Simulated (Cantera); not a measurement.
Mixture: CH4 : O2 : N2 : H2O = 1 : 1.54 : 10 : 1.9 (molar parts), equivalence ratio 1.3, at 0.987 atm, adiabatic and at constant volume. Ignition delay is the time to a rise of 400 K.

Model: GRI-Mech 3.0 (53 species, 325 reactions), integrated in Cantera.

Q: What does this change do: pressure from 0.987 atm to 0.375 atm?

A: 
```csv
quantity,before,after
delay at 1075 K,0.694 s,1.87 s
delay at 1275 K,43.3 ms,93.3 ms
delay at 1475 K,3.56 ms,6.94 ms
delay at 1675 K,0.443 ms,0.955 ms
apparent activation energy between 1575 and 1775 K,210 kJ/mol,190 kJ/mol
```
